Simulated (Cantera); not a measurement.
Mixture: 11.4 % H2, 13.6 % O2, 74.9 % N2, equivalence ratio 0.42, at 1.01 bar, adiabatic and at constant pressure. Ignition delay is the time to a rise of 400 K.

Computed with Cantera and the H2/O2 subset of GRI-Mech 3.0, which has no nitrogen chemistry. Where the delays flatten at high temperature, the 400 K rule measures the pace of heat release, not the induction time.

### Question
Predict: delay at 975 K; delay at 1125 K; delay at 1275 K; delay at 1425 K.

### Answer
```json
{
  "delay at 975 K": "0.828 ms",
  "delay at 1125 K": "0.114 ms",
  "delay at 1275 K": "62.0 µs",
  "delay at 1425 K": "51.5 µs"
}
```
